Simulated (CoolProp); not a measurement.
Vapour-liquid equilibrium of R125 (1) + R227EA (2) at 0.76 bar; x and y are mole fractions of (1).

The numbers come from the multi-fluid Helmholtz-energy mixture model, Lemmon 2005 and Lemmon 2016; pair parameters Bell 2016 in CoolProp.

```json
[
 {"x": "0.05", "bubble temperature (K)": "247.4", "y at the bubble point": "0.168", "dew temperature at overall composition x (K)": "249.5", "liquid density (mol/L)": "9.380"},
 {"x": "0.15", "bubble temperature (K)": "242.2", "y at the bubble point": "0.416", "dew temperature at overall composition x (K)": "247.7", "liquid density (mol/L)": "9.714"},
 {"x": "0.25", "bubble temperature (K)": "237.8", "y at the bubble point": "0.584", "dew temperature at overall composition x (K)": "245.8", "liquid density (mol/L)": "10.05"},
 {"x": "0.35", "bubble temperature (K)": "234.1", "y at the bubble point": "0.702", "dew temperature at overall composition x (K)": "243.7", "liquid density (mol/L)": "10.38"},
 {"x": "0.45", "bubble temperature (K)": "231.0", "y at the bubble point": "0.787", "dew temperature at overall composition x (K)": "241.4", "liquid density (mol/L)": "10.72"},
 {"x": "0.55", "bubble temperature (K)": "228.3", "y at the bubble point": "0.849", "dew temperature at overall composition x (K)": "238.8", "liquid density (mol/L)": "11.07"},
 {"x": "0.65", "bubble temperature (K)": "225.9", "y at the bubble point": "0.897", "dew temperature at overall composition x (K)": "235.9", "liquid density (mol/L)": "11.42"},
 {"x": "0.75", "bubble temperature (K)": "223.8", "y at the bubble point": "0.934", "dew temperature at overall composition x (K)": "232.4", "liquid density (mol/L)": "11.79"},
 {"x": "0.85", "bubble temperature (K)": "221.9", "y at the bubble point": "0.964", "dew temperature at overall composition x (K)": "228.2", "liquid density (mol/L)": "12.17"},
 {"x": "0.95", "bubble temperature (K)": "220.2", "y at the bubble point": "0.989", "dew temperature at overall composition x (K)": "222.8", "liquid density (mol/L)": "12.57"}
]
```

No azeotrope shows between x = 0.05 and 0.95.

The pair parameters rest on a limited set of measurements; away from them the model extrapolates.
